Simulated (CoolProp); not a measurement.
A single-stage vapour-compression cycle with the fluid: evaporating at 328.15 K (dew point), condensing at 351.15 K (bubble point), superheat 5 K, subcooling 0 K, compressor efficiency 0.85, no pressure losses. The same conditions are run with several fluids, on thermodynamics alone (safety and materials aside).

Values from CoolProp's reference Helmholtz-energy equation of state of each fluid (R236EA: Rui 2013; chlorine: Thol 2021; R245ca: Zhou 2016; c-C4F8 (RC318): Platzer 1990; n-heptane: Span 2003; R21: Platzer 1990). The equations of Platzer and Polt are older, rougher fits.

Task: Rank R236EA, chlorine, R245ca, c-C4F8 (RC318), n-heptane, R21 by cooling COP, highest first.

Result: n-heptane (11.1), R21 (11.0), R245ca (10.8), chlorine (10.4), R236EA (10.3), c-C4F8 (RC318) (9.22)

```json
[
 {"fluid": "R236EA", "pressure ratio": "1.82", "discharge temperature (K)": "352.0", "refrigerating effect (kJ/kg)": "112", "volumetric capacity (kJ/m³)": "3710"},
 {"fluid": "chlorine", "pressure ratio": "1.61", "discharge temperature (K)": "380.2", "refrigerating effect (kJ/kg)": "200", "volumetric capacity (kJ/m³)": "9910"},
 {"fluid": "R245ca", "pressure ratio": "1.92", "discharge temperature (K)": "352.4", "refrigerating effect (kJ/kg)": "158", "volumetric capacity (kJ/m³)": "2330"},
 {"fluid": "c-C4F8 (RC318)", "pressure ratio": "1.74", "discharge temperature (K)": "351.2", "refrigerating effect (kJ/kg)": "64.9", "volumetric capacity (kJ/m³)": "4210"},
 {"fluid": "n-heptane", "pressure ratio": "2.31", "discharge temperature (K)": "351.2", "refrigerating effect (kJ/kg)": "300", "volumetric capacity (kJ/m³)": "255"},
 {"fluid": "R21", "pressure ratio": "1.79", "discharge temperature (K)": "366.0", "refrigerating effect (kJ/kg)": "189", "volumetric capacity (kJ/m³)": "3540"}
]
```

The compression ends wet for: c-C4F8 (RC318); n-heptane.
